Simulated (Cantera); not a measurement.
A jet of 2.19 % CH₄, 6.90 % O₂, 90.9 % N₂, equivalence ratio 0.63 at 300 K and 0.326 atm hits a platinum plate 2.1 cm away at a mass flux of 0.07 kg/m²/s; the plate temperature is set and raised in steps from an oxygen-covered start.

Detailed kinetics in Cantera: Deutschmann's 1995 Pt surface mechanism with GRI-Mech 3.0 gas chemistry. Catalytic surfaces can have several steady states; this one follows from the mechanism file's or the stated starting coverage.

x: mole fraction at the wall; θ: surface coverage.

| plate T (K) | wall x CH₄ | wall x O₂ | wall x H₂O | wall x OH | wall x CO | wall x CO₂ | θ free Pt | θ O* | θ OH* |
|---|---|---|---|---|---|---|---|---|---|
| 850 | 0.0164 | 0.0575 | 0.0102 | <1e-8 | 4.10e-6 | 0.00661 | 0.117 | 0.881 | 0.00155 |
| 900 | 0.0118 | 0.0478 | 0.0188 | … | 4.26e-6 | 0.0122 | 0.179 | 0.819 | 0.00200 |
| 950 | 0.00789 | 0.0395 | 0.0260 | … | 3.99e-6 | 0.0170 | 0.250 | 0.747 | 0.00217 |
| 1000 | 0.00533 | 0.0341 | 0.0307 | … | 3.68e-6 | 0.0201 | 0.324 | 0.674 | 0.00212 |
| 1050 | 0.00378 | 0.0309 | 0.0335 | … | 3.49e-6 | 0.0219 | 0.396 | 0.602 | 0.00196 |

Question: Some entries are withheld; supply them.

Answer: 
- 900, wall x OH: 1.60e-8
- 950, wall x OH: 4.96e-8
- 1000, wall x OH: 1.31e-7
- 1050, wall x OH: 3.07e-7
